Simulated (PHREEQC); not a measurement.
A solution holds 3.7 mol/kgw K2CO3, 0.21 mol/kgw H3BO3 and 1.4 mol/kgw NaCl, at 20 °C. Closed to the air; pH follows from the charge balance.

Model: Pitzer model, pitzer.dat, run in PHREEQC.

This is a speciation only: nothing precipitates in the calculation.

**Question.** Order these B species by the share of B that they hold, largest first: B3O3(OH)4-, B(OH)3, B4O5(OH)4-2, B(OH)4-.

**Answer.** B(OH)4- (94 %), B(OH)3 (3.5 %), B4O5(OH)4-2 (2.6 %), B3O3(OH)4- (0.31 %)

The pH is 11.37 and the ionic strength 12.3 mol/kgw. Species that the database lacks are ignored. In brines, pH and single-ion activities rest on the MacInnes convention.
